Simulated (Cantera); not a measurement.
A closed system holds: 1 mol CaF₂, 0.4 mol HF, 1 mol N₂, at 260 Pa.

These are equilibrium values from Cantera (NASA tables, ideal gas, pure condensed phases), not measurements of a reactor. Candidate condensed phases: Ca, CaF₂; 25 gas species. The numbers say what is thermodynamically allowed, not how fast it happens.

log p: log10 of the partial pressure in bar; n: condensed amount in mol.

```csv
T (K),log p N₂,log p CaF₂,log p HF,log p F,log p CaF,log p H,n CaF₂(s),n CaF₂(l)
1450,-2.73,-6.14,-3.13,-8.47,-12.90,-9.43,1.000,0
1525,-2.73,?,-3.13,?,?,?,0.998,0
1600,-2.73,?,-3.13,?,?,?,0.991,0
1675,-2.74,-4.23,-3.14,-7.28,-9.31,-7.80,0.968,0
1750,-2.76,-3.75,-3.16,-6.94,-8.36,-7.37,0,0.898
1825,-2.82,-3.32,-3.22,-6.64,-7.50,-7.01,0,0.685
1900,-2.97,-2.97,-3.36,-6.36,-6.76,-6.77,0,0
1975,-2.97,-2.97,-3.36,-6.07,-6.43,-6.45,0,0
2050,-2.97,-2.97,-3.36,-5.79,-6.13,-6.16,0,0
2125,-2.97,-2.97,-3.37,-5.53,-5.86,-5.89,0,0
```

**Question.** Some entries are withheld; supply them.

**Answer.** 
- 1525, log p CaF₂: -5.43
- 1525, log p F: -8.03
- 1525, log p CaF: -11.57
- 1525, log p H: -8.83
- 1600, log p CaF₂: -4.80
- 1600, log p F: -7.64
- 1600, log p CaF: -10.38
- 1600, log p H: -8.29
